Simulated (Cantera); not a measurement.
Feed: 1 mol SiCl4, 0.019 mol CH4, 220 mol H2, at 2.80 mbar.

These are equilibrium values from Cantera (NASA tables, ideal gas, pure condensed phases), not measurements of a reactor. Candidate condensed phases: C, C6H6, C7H8, C8H18, Si, SiC; 109 gas species. Mutual solubility and eutectic melting of coexisting phases are not modelled. The tables' values for SiCl are old estimates; treat these amounts as uncertain. Gases not in the tables: Si2H6 and higher silanes. Rates play no part.

x: gas mole fraction; n: condensed amount in mol.

```json
[
 {"T (°C)": "1375", "x H2": "0.981", "x H": "0.00167", "x HCl": "0.0161", "x Si": "9.20e-5", "x Cl": "2.14e-5", "x SiCl2": "0.000936", "n Si(s)": "0.744", "n SiC(s)": "0.0189", "n Si(l)": "0"},
 {"T (°C)": "1425", "x H2": "0.980", "x H": "0.00271", "x HCl": "0.0160", "x Si": "0.000235", "x Cl": "3.44e-5", "x SiCl2": "0.000942", "n Si(s)": "0", "n SiC(s)": "0.0187", "n Si(l)": "0.704"},
 {"T (°C)": "1475", "x H2": "0.978", "x H": "0.00427", "x HCl": "0.0161", "x Si": "0.000520", "x Cl": "5.42e-5", "x SiCl2": "0.000882", "n Si(s)": "0", "n SiC(s)": "0.0180", "n Si(l)": "0.642"},
 {"T (°C)": "1525", "x H2": "0.975", "x H": "0.00657", "x HCl": "0.0161", "x Si": "0.00110", "x Cl": "8.31e-5", "x SiCl2": "0.000826", "n Si(s)": "0", "n SiC(s)": "0.0164", "n Si(l)": "0.505"},
 {"T (°C)": "1575", "x H2": "0.971", "x H": "0.00987", "x HCl": "0.0161", "x Si": "0.00224", "x Cl": "0.000124", "x SiCl2": "0.000772", "n Si(s)": "0", "n SiC(s)": "0.0120", "n Si(l)": "0.227"},
 {"T (°C)": "1625", "x H2": "0.965", "x H": "0.0145", "x HCl": "0.0163", "x Si": "0.00335", "x Cl": "0.000185", "x SiCl2": "0.000573", "n Si(s)": "0", "n SiC(s)": "0.00546", "n Si(l)": "0"},
 {"T (°C)": "1675", "x H2": "0.958", "x H": "0.0209", "x HCl": "0.0167", "x Si": "0.00363", "x Cl": "0.000273", "x SiCl2": "0.000325", "n Si(s)": "0", "n SiC(s)": "0", "n Si(l)": "0"},
 {"T (°C)": "1725", "x H2": "0.949", "x H": "[?]", "x HCl": "0.0168", "x Si": "0.00383", "x Cl": "[?]", "x SiCl2": "[?]", "n Si(s)": "0", "n SiC(s)": "0", "n Si(l)": "0"},
 {"T (°C)": "1775", "x H2": "0.937", "x H": "[?]", "x HCl": "0.0167", "x Si": "0.00397", "x Cl": "[?]", "x SiCl2": "[?]", "n Si(s)": "0", "n SiC(s)": "0", "n Si(l)": "0"},
 {"T (°C)": "1825", "x H2": "0.923", "x H": "0.0559", "x HCl": "0.0165", "x Si": "0.00404", "x Cl": "0.000736", "x SiCl2": "5.50e-5", "n Si(s)": "0", "n SiC(s)": "0", "n Si(l)": "0"},
 {"T (°C)": "1875", "x H2": "0.904", "x H": "0.0749", "x HCl": "0.0162", "x Si": "0.00408", "x Cl": "0.000980", "x SiCl2": "3.05e-5", "n Si(s)": "0", "n SiC(s)": "0", "n Si(l)": "0"},
 {"T (°C)": "1925", "x H2": "0.880", "x H": "0.0987", "x HCl": "0.0157", "x Si": "0.00407", "x Cl": "0.00128", "x SiCl2": "1.70e-5", "n Si(s)": "0", "n SiC(s)": "0", "n Si(l)": "0"},
 {"T (°C)": "1975", "x H2": "0.851", "x H": "0.128", "x HCl": "0.0151", "x Si": "0.00404", "x Cl": "0.00164", "x SiCl2": "9.58e-6", "n Si(s)": "0", "n SiC(s)": "0", "n Si(l)": "0"}
]
```

Q: Some entries are withheld; supply them.

A: 
- 1775, x H: 0.0410
- 1775, x Cl: 0.000542
- 1775, x SiCl2: 9.95e-5
- 1725, x H: 0.0295
- 1725, x Cl: 0.000390
- 1725, x SiCl2: 0.000181
